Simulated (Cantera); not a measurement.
An adiabatic, constant-pressure homogeneous reactor starts with CH₄ : O₂ : N₂ = 1 : 2.82 : 10.6 (molar parts), equivalence ratio 0.71, at 1325 K and 10.0 bar. Integrator tolerance rtol = 1e-08.

Model: GRI-Mech 3.0 (53 species, 325 reactions), integrated in Cantera.

**Question.** What does this change do: pressure from 10.0 bar to 1.10 bar?

**Answer.** 
```csv
quantity,before,after
time of steepest temperature rise,0.955 ms,6.67 ms
temperature at 0.300 s,2599 K,2524 K
equilibrium temperature,2599 K,2524 K
x(CH₄) at 0.300 s,<1e-12 (gas-phase equilibrium <1e-12),<1e-12 (gas-phase equilibrium <1e-12)
x(O₂) at 0.300 s,0.0507 (gas-phase equilibrium 0.0507),0.0528 (gas-phase equilibrium 0.0528)
x(NO) at 0.300 s,0.0128 (gas-phase equilibrium 0.0128),0.0115 (gas-phase equilibrium 0.0115)
x(CH₂) at 0.300 s,<1e-12 (gas-phase equilibrium <1e-12),<1e-12 (gas-phase equilibrium <1e-12)
x(NO₂) at 0.300 s,1.60e-5 (gas-phase equilibrium 1.60e-5),5.24e-6 (gas-phase equilibrium 5.24e-6)
x(CO) at 0.300 s,0.00546 (gas-phase equilibrium 0.00546),0.0102 (gas-phase equilibrium 0.0102)
```

**Question.** What does this change do: constant volume in place of constant pressure?

**Answer.** 
```tsv
quantity	before	after
time of steepest temperature rise	0.955 ms	0.906 ms
temperature at 0.300 s	2599 K	2830 K
equilibrium temperature	2599 K	2830 K
x(CH₄) at 0.300 s	<1e-12 (gas-phase equilibrium <1e-12)	<1e-12 (gas-phase equilibrium <1e-12)
x(O₂) at 0.300 s	0.0507 (gas-phase equilibrium 0.0507)	0.0492 (gas-phase equilibrium 0.0492)
x(NO) at 0.300 s	0.0128 (gas-phase equilibrium 0.0128)	0.0178 (gas-phase equilibrium 0.0178)
x(CH₂) at 0.300 s	<1e-12 (gas-phase equilibrium <1e-12)	<1e-12 (gas-phase equilibrium <1e-12)
x(NO₂) at 0.300 s	1.60e-5 (gas-phase equilibrium 1.60e-5)	2.62e-5 (gas-phase equilibrium 2.62e-5)
x(CO) at 0.300 s	0.00546 (gas-phase equilibrium 0.00546)	0.00984 (gas-phase equilibrium 0.00984)
```
